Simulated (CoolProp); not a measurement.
The numbers come from the reference Helmholtz-energy equation of state, Thol 2021 in CoolProp.

For chlorine, give the phase and the cp (kJ/(kg K)), expansivity (1/kK), fugacity coefficient at -24.35 °C and 53.5 bar; -24.35 °C and 84.1 bar.


- -24.35 °C and 53.5 bar: liquid; cp 0.937, expansivity 1.76, fugacity coefficient 0.0308
- -24.35 °C and 84.1 bar: liquid; cp 0.933, expansivity 1.72, fugacity coefficient 0.0210
